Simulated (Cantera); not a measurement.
Ignition delay

Mixture: 7.20 % CH4, 4.03 % H2, 18.6 % O2, 70.1 % N2, equivalence ratio 0.88, at 11.0 bar, adiabatic and at constant volume. Ignition delay is the time to a rise of 400 K.

Computed with Cantera and GRI-Mech 3.0 (53 species, 325 reactions).

| T0 (K) | delay (ms) |
|---|---|
| 1100 | 1.41 |
| 1175 | 0.403 |
| 1250 | 0.170 |
| 1325 | 0.0902 |
| 1400 | 0.0530 |
| 1475 | 0.0327 |

| Item | Result |
|---|---|
| apparent activation energy between 1325 and 1475 K | 110 kJ/mol |
